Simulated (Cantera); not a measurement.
An isothermal, constant-pressure homogeneous reactor starts with H₂ : O₂ : N₂ = 0.039 : 1 : 0.0063 (molar parts), at 1300 K and 0.0267 bar.

Model: GRI-Mech 3.0 (53 species, 325 reactions), integrated in Cantera. Radical loss at walls, strong at low pressure, is not modelled. The temperature is held fixed by assumption; the heat of reaction is taken as removed at once.

x: mole fraction; the columns are a selection and need not sum to one.

| t (s) | x H₂ | x O₂ | x H₂O₂ | x H₂O | x O | x H |
|---|---|---|---|---|---|---|
| 6.00e-5 | 0.0373 | 0.957 | 9.11e-12 | 1.14e-8 | 2.21e-8 | 1.18e-8 |
| 0.000246 | 0.0373 | 0.957 | 1.50e-10 | 8.37e-7 | 6.93e-7 | 2.34e-7 |
| 0.00101 | ___ | 0.937 | ___ | ___ | ___ | ___ |
| 0.00416 | ___ | 0.929 | 1.06e-7 | 0.0337 | ___ | ___ |
| 0.0171 | 0.000253 | 0.941 | 9.82e-8 | 0.0355 | 0.0132 | 0.00133 |
| 0.0702 | 5.61e-5 | 0.952 | 6.27e-8 | 0.0372 | 0.00285 | 0.000134 |
| 0.288 | 5.56e-6 | 0.955 | 2.07e-8 | 0.0378 | 0.000281 | 4.17e-6 |
| 1.19 | 5.51e-7 | 0.956 | 4.52e-9 | 0.0380 | 2.79e-5 | 1.32e-7 |
| 4.87 | 7.88e-8 | 0.956 | 9.61e-10 | 0.0380 | 4.02e-6 | 7.19e-9 |
| 20.0 | 2.33e-8 | 0.956 | 3.61e-10 | 0.0380 | 1.19e-6 | 1.16e-9 |

What belongs in the gaps?


- 0.00101, x H₂: 0.0127
- 0.00101, x H₂O₂: 2.91e-7
- 0.00101, x H₂O: 0.0191
- 0.00101, x O: 0.0142
- 0.00101, x H: 0.00466
- 0.00416, x H₂: 0.000443
- 0.00416, x O: 0.0240
- 0.00416, x H: 0.00322
